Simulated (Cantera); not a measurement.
Input: 1 mol Fe₃O₄, 3.5 mol H₂, 0.77 mol N₂, at 2223 K and 1330 Pa.

Method: chemical equilibrium by Gibbs-energy minimisation in Cantera with the NASA 1993 tables (ideal gas, pure condensed phases). Candidate condensed phases: Fe, FeO, Fe(OH)₂, Fe(OH)₃, Fe₂O₃, Fe₃O₄, H₂O; 27 gas species. The tables' stoichiometric FeO is somewhat more stable than real wüstite, so its field is too wide. FeO: taken at fixed stoichiometry. The numbers say what is thermodynamically allowed, not how fast it happens.

Q: What is the equilibrium state?

A: 
```json
{
  "x(H₂)": "0.348",
  "x(H₂O)": "0.325",
  "x(N₂)": "0.152",
  "x(Fe)": "0.132",
  "x(H)": "0.0327",
  "x(OH)": "0.00441",
  "x(FeO)": "0.00398",
  "x(Fe(OH)₂)": "0.000313",
  "x(O)": "0.000287",
  "n(FeO(l))": "2.31 mol",
  "gas_amount": "5.056 mol",
  "log10 activity of Fe(l) (absent)": "-0.29"
}
```
